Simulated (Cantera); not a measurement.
Gas mixture: 23.3 % C₃H₈, 28.7 % C₂H₂, 22.3 % CO₂, 25.7 % H₂, at 3.06 atm, frozen composition.

Cantera's kinetic-theory transport with the Lennard-Jones parameters of GRI-Mech 3.0, ideal gas; thermal conductivity in the multicomponent form. The composition is frozen, though it would react at the higher temperatures.

One state of this run: ρ (kg/m³) = 1.16; cp (J/kg/K) = 2739; μ (µPa s) = 27.7; λ (mW/m/K) = 123; Pr = 0.617; D (cm²/s) CO₂ = 0.336; D (cm²/s) C₂H₂ = 0.355; D (cm²/s) OH = 0.609. D: mixture-averaged diffusion coefficient of that species in the mixture.

Q: Which value of T (K) does it belong to?
A. 400
B. 700
C. 900
D. 800

A: C, 900
